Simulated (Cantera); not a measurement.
Equilibrium for carbon deposition, reforming and gasification: C2H6 + O2

Feed: 1 mol C2H6, 0.062 mol O2, at 10.0 mbar.

Cantera equilibrium calculation (NASA polynomials, part measured and part estimated; ideal gas, pure solids and liquids). Candidate condensed phases: C, C6H6, C7H8, C8H18, H2O; 110 gas species. Rates play no part.

From 550 K to 2350 K the condensed part is C(graphite). The main C-bearing gas is CH4 at 550 K and CO at 2350 K.

```
T (K)   x H2     x CH4       x H     x H2O     x CO  x C2H2 (acetylene)     x CO2  n C(graphite)
-----  -----  --------  --------  --------  -------  ------------------  --------  -------------
550    0.367     0.569    <1e-12    0.0633  7.31e-5              <1e-12  0.000728          0.910
700    0.891    0.0676    <1e-12    0.0305  0.00800              <1e-12   0.00258           1.78
850    0.955   0.00567  2.00e-10   0.00249   0.0370            9.11e-12  0.000294           1.87
1000   0.959  0.000879   2.22e-8  0.000150   0.0396             1.09e-9   8.88e-6           1.87
1150   0.960  0.000216   7.31e-7   1.79e-5   0.0397             3.71e-8   6.21e-7           1.88
1300   0.960   7.25e-5   1.08e-5   3.47e-6   0.0397             5.53e-7   8.15e-8           1.88
1450   0.960   3.04e-5   9.27e-5   9.51e-7   0.0397             4.68e-6   1.65e-8           1.88
1600   0.960   1.50e-5  0.000533   3.33e-7   0.0397             2.64e-5   4.58e-9           1.88
1750   0.958   8.38e-6   0.00228   1.40e-7   0.0396            0.000110   1.60e-9           1.88
1900   0.952   5.10e-6   0.00774   6.72e-8   0.0395            0.000364  6.63e-10           1.87
2050   0.938   3.28e-6    0.0220   3.55e-8   0.0393            0.000996  3.12e-10           1.87
2200   0.905   2.16e-6    0.0536   1.99e-8   0.0386             0.00232  1.61e-10           1.86
2350   0.843   1.38e-6     0.115   1.14e-8   0.0374             0.00465  8.79e-11           1.84
```
x: gas mole fraction; n: condensed amount in mol.
